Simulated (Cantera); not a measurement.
## Adiabatic ignition

An adiabatic, constant-volume homogeneous reactor starts with 11.6 % CH₄, 5.68 % H₂, 17.4 % O₂, 65.3 % N₂, at 1100 K and 500000 Pa.

Detailed kinetics in Cantera: GRI-Mech 3.0 (53 species, 325 reactions).

```tsv
t (s)	T (K)	P (bar)	x CH₄	x H₂	x O₂	x C₂H	x CH₂CO
3.00e-6	1100	5.00	0.116	0.0568	0.174	<1e-12	<1e-12
6.46e-6	1100	5.00	0.116	0.0568	0.174	<1e-12	<1e-12
1.39e-5	1100	5.00	0.116	0.0568	0.174	<1e-12	<1e-12
3.00e-5	1100	5.00	0.116	0.0568	0.174	<1e-12	<1e-12
6.46e-5	1100	5.00	0.116	0.0568	0.174	<1e-12	<1e-12
0.000139	1100	5.00	0.116	0.0568	0.174	<1e-12	<1e-12
0.000300	1100	5.00	0.116	0.0568	0.174	<1e-12	<1e-12
0.000646	1101	5.00	0.116	0.0568	0.174	<1e-12	1.62e-11
0.00139	1150	5.22	0.112	0.0554	0.169	<1e-12	8.88e-7
0.00300	2866	13.9	3.95e-11	0.0807	0.000294	<1e-12	<1e-12
0.00646	2866	13.9	3.95e-11	0.0807	0.000294	<1e-12	<1e-12
0.0139	2866	13.9	3.95e-11	0.0807	0.000294	<1e-12	<1e-12
0.0300	2866	13.9	3.95e-11	0.0807	0.000294	<1e-12	<1e-12
0.0646	2866	13.9	3.95e-11	0.0807	0.000294	<1e-12	<1e-12
0.139	2866	13.9	3.95e-11	0.0807	0.000294	<1e-12	<1e-12
0.300	2866	13.9	3.95e-11	0.0807	0.000294	<1e-12	<1e-12
```
x: mole fraction; the columns are a selection and need not sum to one.

```yaml
time_of_steepest_temperature_rise: 1.82 ms
temperature at 0.300 s: 2866 K
equilibrium_temperature: 2866 K
x(CH₄) at 0.300 s: 3.95e-11 (gas-phase equilibrium 4.51e-11)
x(H₂) at 0.300 s: 0.0807 (gas-phase equilibrium 0.0807)
x(O₂) at 0.300 s: 0.000294 (gas-phase equilibrium 0.000294)
```
